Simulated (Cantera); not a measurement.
Input: 1 mol B2H6, 3.5 mol NH3, 32 mol H2, held at 775 K and 13000 Pa.

Method: chemical equilibrium by Gibbs-energy minimisation in Cantera with the NASA 1993 tables (ideal gas, pure condensed phases). Candidate condensed phases: B, BN; 15 gas species. The feed counts by its element totals alone. Kinetics and transport are ignored.

Base state: H2 0.982, N2 0.0183, NH3 6.62e-5 (mole fractions); condensed: BN(s).

Problem. What changes in the equilibrium state with this change: B2H6 replaced by BF3?

Solution. 
```json
[
 {"species": "H2", "before": "0.982", "after": "0.930"},
 {"species": "N2", "before": "0.0183", "after": "0.0432"},
 {"species": "BF3", "before": "0", "after": "0.0239"},
 {"species": "HF", "before": "0", "after": "0.00331"},
 {"species": "NH3", "before": "6.62e-5", "after": "9.38e-5"},
 {"species": "BN(s), mol", "before": "2.00", "after": "0.0442"}
]
```

Problem. What changes in the equilibrium state with this change: B2H6 replaced by B2O3?

Solution. 
```
species        before    after
------------  -------  -------
H2              0.982    0.954
N2             0.0183   0.0443
H2O                 0  0.00173
NH3           6.62e-5  9.88e-5
BN(s), mol       2.00   0.0450
B2O3(l), mol        0    0.977
```
Gases not in the tables: H3BO3. Further candidate phases: B2O3, B3O3H3, H2O.
